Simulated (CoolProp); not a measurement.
Vapour-liquid equilibrium of R143a (1) + dimethyl ether (2) at 0.284 MPa; x and y are mole fractions of (1).

Model: multi-fluid Helmholtz-energy mixture model, Lemmon and Jacobsen 2000 and Wu 2011; pair parameters Bell 2016, in CoolProp.

Give the bubble temperature and the first vapour's composition at x = 0.575, 0.65, 0.725. Is there an azeotrope?

x = 0.575: -15.6 °C, y = 0.751; x = 0.65: -17.0 °C, y = 0.803; x = 0.725: -18.4 °C, y = 0.850. No azeotrope shows between x = 0.05 and 0.95.

Pair parameters are fitted to limited data, so mixtures are less certain than the pure fluids.
